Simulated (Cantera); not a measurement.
A closed system holds: 1 mol SiO2, 0.95 mol CH4, 0.43 mol CO, equilibrated at 0.160 bar.

Method: chemical equilibrium by Gibbs-energy minimisation in Cantera with the NASA 1993 tables (ideal gas, pure condensed phases). Candidate condensed phases: C, C6H6, C7H8, C8H18, H2O, Si, SiC, SiO2; 123 gas species. Mutual solubility and eutectic melting of coexisting phases are not modelled. The tables hold silica as quartz up to 1696 K and as liquid above; real silica turns to tridymite and cristobalite and melts near 1996 K. Rates play no part.

x: gas mole fraction; n: condensed amount in mol.

```tsv
T (K)	x H2	x CO	x H2O	x CH4	x CO2	x SiO	x H	n C(graphite)	n SiO2(β-quartz)	n SiC(s)
900	0.784	0.130	0.0397	0.0307	0.0152	<1e-12	___	1.00	1.00	0
1000	0.804	0.174	0.00886	0.00988	0.00275	<1e-12	___	0.954	1.00	0
1100	0.811	0.183	0.00212	0.00378	0.000471	<1e-12	___	0.947	1.00	0
1200	0.813	0.184	0.000622	0.00167	0.000103	2.54e-10	___	0.948	1.00	0
1300	0.814	0.184	0.000219	0.000835	2.82e-5	4.89e-8	___	0.949	1.00	0
1400	0.815	0.185	8.96e-5	0.000459	9.35e-6	4.37e-6	___	0.949	1.000	0
1500	0.815	0.185	4.13e-5	0.000273	3.62e-6	0.000211	___	0.949	1.000	0
1600	0.639	0.358	4.66e-5	7.34e-5	8.70e-6	0.00220	___	0	0.679	0.314
```

Task: Some entries are withheld; supply them.

Result: 
- 900, x H: 2.59e-10
- 1000, x H: 5.09e-9
- 1100, x H: 5.82e-8
- 1200, x H: 4.45e-7
- 1300, x H: 2.50e-6
- 1400, x H: 1.10e-5
- 1500, x H: 3.97e-5
- 1600, x H: 0.000109
